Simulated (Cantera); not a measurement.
What does this Cantera script print?

```python
import numpy as np
import cantera as ct

gas_names = """
    H H2 N NH NH2 NH3 N2 N2H2 N2H4 V VN
""".split()
cond_names = """
    V(cr) V(L) VN(s)
""".split()


def load(file, names, dense=False):
    # The tables refer to 1 bar. Condensed volumes are neglected.
    table = {s.name: s for s in ct.Species.list_from_file(file)}
    out = []
    for n in names:
        d = dict(table[n].input_data)
        d["thermo"] = dict(d["thermo"], **{"reference-pressure": 1e5})
        if dense:
            d["equation-of-state"] = {"model": "constant-volume", "density": "1e6 g/cm^3"}
        out.append(ct.Species.from_dict(d))
    return out


gas = ct.Solution(thermo="ideal-gas", species=load("nasa_gas.yaml", gas_names))
cond = {s.name: ct.Solution(thermo="fixed-stoichiometry", species=[s], name=s.name)
        for s in load("nasa_condensed.yaml", cond_names, dense=True)}
atoms = {
    'V': {'V': 1},
    'NH3': {'N': 1, 'H': 3},
    'H2': {'H': 2},
}
top_T = {'VN(s)': 2300}  # K; cautious upper limits of use, not melting points


def equilibrate(T, P, feed):
    n = {}
    for name, mol in feed.items():
        for a, k in atoms[name].items():
            n[a] = n.get(a, 0.0) + k * mol
    gas.TPX = T, P, n
    mass = sum(n.values()) * gas.mean_molecular_weight
    gas.equilibrate("TP")
    valid = [c for c in cond.values() if c.min_temp <= T <= top_T.get(c.name, c.max_temp)]
    mix = ct.Mixture([(gas, mass / gas.mean_molecular_weight)] + [(c, 0.0) for c in valid])
    mix.T, mix.P = T, P
    mix.equilibrate("TP", solver="vcs", rtol=1e-11, max_steps=5000)
    return mix


results = []
feed = {'V': 1, 'NH3': 0.64, 'H2': 140}  # mol
T = 2625  # K
P = 3.9  # Pa
mix = equilibrate(T, P, feed)
results.append((T, P, feed, dict(zip(mix.species_names, mix.species_moles))))
print(gas.report(threshold=0.0001))
for i in range(1, mix.n_phases):
    print(f"{mix.phase(i).name:16s} {mix.phase_moles(i):12.5e} mol")
```

It prints:

```
       temperature   2625 K
          pressure   3.9 Pa
           density   2.2154e-07 kg/m^3
  mean mol. weight   1.2398 kg/kmol
   phase of matter   gas

                          1 kg             1 kmol
                     ---------------   ---------------
          enthalpy        2.1239e+08        2.6332e+08  J
   internal energy        1.9479e+08        2.4149e+08  J
           entropy        1.9892e+05        2.4662e+05  J/K
    Gibbs function       -3.0978e+08       -3.8406e+08  J
 heat capacity c_p             17047             21135  J/K
 heat capacity c_v             10341             12820  J/K

                      mass frac. Y      mole frac. X     chem. pot. / RT
                     ---------------   ---------------   ---------------
                 H           0.79247           0.97469           -17.209
                H2          0.033425          0.020555           -34.417
                N2          0.025999         0.0011506           -44.811
                 V           0.14805         0.0036031           -17.927
     [   +7 minor]         5.416e-05        4.7891e-06

V(L)              0.00000e+00 mol
```

Cantera equilibrium calculation (NASA polynomials, part measured and part estimated; ideal gas, pure solids and liquids).
